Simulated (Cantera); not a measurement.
## Thermodynamics of halide evaporation, hydrolysis and transport, feed MgCl2 + HCl + H2 + O2

Input: 1 mol MgCl2, 0.41 mol HCl, 0.14 mol H2, a varied amount of O2, at 1573 K and 0.210 Torr.

Cantera equilibrium calculation (NASA polynomials, part measured and part estimated; ideal gas, pure solids and liquids). Candidate condensed phases: H2O, Mg, MgCl2, MgO, Mg(OH)2; 22 gas species. Equilibrium is a limit: real reactors are often held back by kinetics, nucleation or transport.

```json
[
 {"n(O2) (mol)": "0.13", "x MgCl2": "0.449", "x HCl": "0.407", "x Cl": "0.139", "x O2": "0.000967", "x H2O": "0.00347", "x Cl2": "0.000619", "n MgO(s)": "0.251"},
 {"n(O2) (mol)": "0.16", "x MgCl2": "0.407", "x HCl": "0.394", "x Cl": "0.190", "x O2": "0.00415", "x H2O": "0.00359", "x Cl2": "0.00116", "n MgO(s)": "0.299"},
 {"n(O2) (mol)": "0.2", "x MgCl2": "0.365", "x HCl": "0.379", "x Cl": "0.237", "x O2": "0.0125", "x H2O": "0.00371", "x Cl2": "0.00181", "n MgO(s)": "0.348"},
 {"n(O2) (mol)": "0.24", "x MgCl2": "0.335", "x HCl": "0.367", "x Cl": "0.268", "x O2": "0.0241", "x H2O": "0.00379", "x Cl2": "0.00230", "n MgO(s)": "0.384"},
 {"n(O2) (mol)": "0.3", "x MgCl2": "0.301", "x HCl": "0.352", "x Cl": "0.296", "x O2": "0.0444", "x H2O": "0.00387", "x Cl2": "0.00281", "n MgO(s)": "0.422"},
 {"n(O2) (mol)": "0.37", "x MgCl2": "0.273", "x HCl": "0.336", "x Cl": "0.315", "x O2": "0.0693", "x H2O": "0.00391", "x Cl2": "0.00318", "n MgO(s)": "0.454"},
 {"n(O2) (mol)": "0.45", "x MgCl2": "0.247", "x HCl": "0.321", "x Cl": "0.326", "x O2": "0.0976", "x H2O": "0.00392", "x Cl2": "0.00342", "n MgO(s)": "0.481"},
 {"n(O2) (mol)": "0.55", "x MgCl2": "0.223", "x HCl": "0.304", "x Cl": "0.334", "x O2": "0.132", "x H2O": "0.00392", "x Cl2": "0.00358", "n MgO(s)": "0.508"},
 {"n(O2) (mol)": "0.68", "x MgCl2": "0.197", "x HCl": "0.285", "x Cl": "0.336", "x O2": "0.173", "x H2O": "0.00388", "x Cl2": "0.00364", "n MgO(s)": "0.535"}
]
```
x: gas mole fraction; n: condensed amount in mol.

From 0.13 mol O2 to 0.68 mol O2 the condensed part is MgO(s). The main Mg-bearing gas is MgCl2 throughout. The share of Mg in condensed phases is highest at 0.68 mol O2 (53.5 %) and lowest at 0.13 mol O2 (25.1 %).
